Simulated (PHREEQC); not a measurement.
Solution (25 °C): 6.9 mmol/kgw NaHSO4 and 0.065 mmol/kgw NaOH. Closed to the air; pH follows from the charge balance.

All values are PHREEQC results (Pitzer model, pitzer.dat), not measurements.

This is a speciation only: nothing precipitates in the calculation.

### Question
What pH, ionic strength does the model give?

### Answer
pH 2.34; ionic strength 0.0176 mol/kgw.

### Question
In which forms is S present?

### Answer
SO4-2 78 %, HSO4- 22 % of the S.

Species that the database lacks are ignored.
